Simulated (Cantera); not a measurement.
Charge: 1 mol Cu2O, 46 mol H2, 0.62 mol H2O, held at 82.0 Pa.

Method: chemical equilibrium by Gibbs-energy minimisation in Cantera with the NASA 1993 tables (ideal gas, pure condensed phases). Candidate condensed phases: Cu, CuO, Cu(OH)2, Cu2O, H2O; 12 gas species. Kinetics and transport are ignored.

### Question
At 1548 K, list the 5 most abundant gas species with their mole fractions, and the condensed phases.

### Answer
H2 0.943, H2O 0.0340, Cu 0.0219, H 0.00104, Cu2 1.16e-5. Condensed: Cu(l).
